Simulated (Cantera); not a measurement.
An adiabatic, constant-volume homogeneous reactor starts with CO : H₂ : CH₄ : O₂ : N₂ = 1 : 0.56 : 0.076 : 0.941 : 5.2 (molar parts), at 1000 K and 310000 Pa.

Model: GRI-Mech 3.0 (53 species, 325 reactions), integrated in Cantera.

One state of this run: T (K) = 2702; P (bar) = 7.71; x CO = 0.0347; x H₂ = 0.00405; x CH₄ = <1e-12; x O = 0.00157; x OH = 0.00758; x H = 0.00132; x CH₂CO = <1e-12. x: mole fraction; the columns are a selection and need not sum to one.

Question: Which value of t (s) does it belong to?
(A) 0.000126
(B) 1.00e-6
(C) 0.00141
(D) 0.178

Answer: D, 0.178
